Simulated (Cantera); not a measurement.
Input (Python, Cantera) and output of one run.

```python
import numpy as np
import cantera as ct

gas_names = """
    H HO2 H2 H2O H2O2 Li LiH LiO LiOH Li2 Li2O Li2O2 Li2O2H2 O OH O2 O3
""".split()
cond_names = """
    H2O(s) H2O(L) Li(cr) Li(L) LiH(s) LiH(L) LiOH(s) LiOH(L) Li2O(s) Li2O(L)
""".split()


# ... load() reads the species with a 1 bar reference pressure and builds the phases ...
atoms = {
    'LiOH': {'Li': 1, 'O': 1, 'H': 1},
    'H2': {'H': 2},
}
top_T = {}  # K; cautious upper limits of use, not melting points


# ... equilibrate(T, P, feed) seeds the gas with the atoms and calls Mixture.equilibrate('TP', solver="vcs", rtol=1e-11, max_steps=5000) ...
results = []
feed = {'LiOH': 1, 'H2': 2.4}  # mol
P = 190  # Pa
for T in [1223, 1248, 1273, 1298, 1323, 1348, 1373, 1398, 1423, 1448]:
    mix = equilibrate(T, P, feed)
    results.append((T, P, feed, dict(zip(mix.species_names, mix.species_moles))))
    x = sorted(zip(gas.X, gas.species_names), reverse=True)
    print(f"T = {T:g} K  P = {P:g} Pa  gas = {mix.phase_moles(0):.4g} mol")
    print("   x: " + "  ".join(f"{s} {v:.3e}" for v, s in x if v > 0.0001))
    print("   condensed (mol): " + ("  ".join(f"{mix.phase(i).name} {mix.phase_moles(i):.4g}"
          for i in range(1, mix.n_phases) if mix.phase_moles(i) > 1e-12) or "none"))
```

It prints:

```
T = 1223 K  P = 190 Pa  gas = 2.917 mol
   x: H2 8.228e-01  H2O 1.659e-01  LiOH 1.116e-02  Li 1.177e-04
   condensed (mol): Li2O(s) 0.4835
T = 1248 K  P = 190 Pa  gas = 2.924 mol
   x: H2 8.207e-01  H2O 1.632e-01  LiOH 1.580e-02  Li 2.247e-04
   condensed (mol): Li2O(s) 0.4765
T = 1273 K  P = 190 Pa  gas = 2.933 mol
   x: H2 8.179e-01  H2O 1.596e-01  LiOH 2.197e-02  Li 4.189e-04
   condensed (mol): Li2O(s) 0.467
T = 1298 K  P = 190 Pa  gas = 2.947 mol
   x: H2 8.141e-01  H2O 1.550e-01  LiOH 3.002e-02  Li 7.643e-04
   condensed (mol): Li2O(s) 0.4545
T = 1323 K  P = 190 Pa  gas = 2.964 mol
   x: H2 8.090e-01  H2O 1.492e-01  LiOH 4.032e-02  Li 1.368e-03
   condensed (mol): Li2O(s) 0.438
T = 1348 K  P = 190 Pa  gas = 2.987 mol
   x: H2 8.023e-01  H2O 1.420e-01  LiOH 5.319e-02  Li 2.406e-03
   condensed (mol): Li2O(s) 0.4167
T = 1373 K  P = 190 Pa  gas = 3.017 mol
   x: H2 7.934e-01  H2O 1.333e-01  LiOH 6.891e-02  Li 4.167e-03
   condensed (mol): Li2O(s) 0.3894
T = 1398 K  P = 190 Pa  gas = 3.056 mol
   x: H2 7.817e-01  H2O 1.233e-01  LiOH 8.763e-02  Li 7.119e-03  Li2O 1.006e-04
   condensed (mol): Li2O(s) 0.3546
T = 1423 K  P = 190 Pa  gas = 3.108 mol
   x: H2 7.661e-01  H2O 1.121e-01  LiOH 1.094e-01  Li 1.201e-02  Li2O 1.860e-04  H 1.334e-04
   condensed (mol): Li2O(s) 0.3105
T = 1448 K  P = 190 Pa  gas = 3.178 mol
   x: H2 7.451e-01  LiOH 1.340e-01  H2O 1.003e-01  Li 2.000e-02  Li2O 3.364e-04  H 1.825e-04
   condensed (mol): Li2O(s) 0.2538
```

Cantera equilibrium calculation (NASA polynomials, part measured and part estimated; ideal gas, pure solids and liquids).
